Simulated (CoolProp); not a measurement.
Propylene along the isobar 4.19 MPa: density (kg/m³) from the reference equation and from simpler models built on Tc = 364.2 K, pc = 4.555 MPa, ω = 0.146; each cubic takes its own stable root.

The numbers come from the reference Helmholtz-energy equation of state, Lemmon 2013 in CoolProp.

| T (K) | phase | reference | van der Waals | Redlich-Kwong | Soave-Redlich-Kwong | Peng-Robinson |
|---|---|---|---|---|---|---|
| 283.4 | liquid | 538.7 | 347.9 | 490.2 | 500.4 | 566.0 |
| 312.5 | liquid | 491.0 | 317.4 | 435.2 | 445.6 | 503.7 |
| 341.7 | liquid | 424.3 | 272.0 | 357.2 | 365.8 | 411.5 |
| 370.9 | gas | 97.47 | 92.50 | 96.67 | 95.91 | 100.7 |
| 400 | gas | 73.11 | 73.12 | 73.69 | 72.45 | 75.20 |
| 429.2 | gas | 61.93 | 62.84 | 62.59 | 61.35 | 63.33 |
| 458.4 | gas | 54.72 | 55.86 | 55.34 | 54.17 | 55.70 |
| 487.5 | gas | 49.48 | 50.64 | 50.04 | 48.94 | 50.18 |
| 516.7 | gas | 45.37 | 46.50 | 45.88 | 44.86 | 45.89 |
| 545.8 | gas | 42.05 | 43.11 | 42.51 | 41.56 | 42.44 |
| 575 | gas | 39.26 | 40.24 | 39.69 | 38.80 | 39.56 |
